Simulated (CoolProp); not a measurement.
Vapour-liquid equilibrium of dimethyl carbonate (1) + n-heptane (2) at 139.05 °C; x and y are mole fractions of (1).

Computed with CoolProp (multi-fluid Helmholtz-energy mixture model, Zhou 2011 and Span 2003; pair parameters Bell 2016).

```tsv
x	bubble pressure, mixture model (MPa)	bubble pressure, Raoult's law (MPa)	y, mixture model	y, Raoult's law
0.05	0.3266	0.2970	0.137	0.065
0.125	0.3681	0.3042	0.277	0.160
0.2	0.3993	0.3115	0.372	0.250
0.275	0.4222	0.3187	0.441	0.335
0.35	0.4387	0.3260	0.494	0.417
0.425	0.4501	0.3332	0.538	0.496
0.5	0.4576	0.3405	0.576	0.571
0.575	0.4618	0.3477	0.611	0.643
0.65	0.4630	0.3549	0.646	0.712
0.725	0.4609	0.3622	0.685	0.778
0.8	0.4543	0.3694	0.733	0.842
0.875	0.4407	0.3767	0.798	0.903
0.95	0.4157	0.3839	0.897	0.962
```

The largest gap from Raoult's law is +35.1 % in bubble pressure, at x = 0.425. y crosses x between x = 0.575 and 0.65: the model has an azeotrope there.

Pair parameters are fitted to limited data, so mixtures are less certain than the pure fluids.
